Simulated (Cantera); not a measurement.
An isothermal, constant-pressure homogeneous reactor starts with NH3 : H2 = 1 : 15 (molar parts), at 1748 K and 27.0 Torr. Integrator tolerance rtol = 1e-08.

Computed with Cantera and the gas-phase N/H chemistry of the illustrative SiF4/NH3 mechanism in the Surface Chemkin manual (1991). Walls and surfaces, which speed up NH3 decomposition in real reactors, are not modelled.

| quantity | before | after |
|---|---|---|
| x(NH3) at 5.00 s | 0.0495 (gas-phase equilibrium 1.90e-7) | 0.0363 (gas-phase equilibrium 7.06e-7) |
| x(H2) at 5.00 s | 0.944 (gas-phase equilibrium 0.969) | 0.951 (gas-phase equilibrium 0.970) |
| x(N2H4) at 5.00 s | 4.57e-10 (gas-phase equilibrium <1e-12) | 7.78e-10 (gas-phase equilibrium <1e-12) |
| x(N2) at 5.00 s | 0.00611 (gas-phase equilibrium 0.0294) | 0.0123 (gas-phase equilibrium 0.0294) |
| x(N2H2) at 5.00 s | 5.88e-8 (gas-phase equilibrium <1e-12) | 2.60e-8 (gas-phase equilibrium <1e-12) |
| x(H) at 5.00 s | 0.000375 (gas-phase equilibrium 0.00119) | 0.000349 (gas-phase equilibrium 0.000620) |

### Question
What was changed between the two runs?
(A) pressure from 27.0 Torr to 100.0 Torr
(B) temperature 1748 to 2225 K
(C) temperature 1748 to 2000 K
(D) NH3 1 to 0.2 parts

### Answer
A, pressure from 27.0 Torr to 100.0 Torr
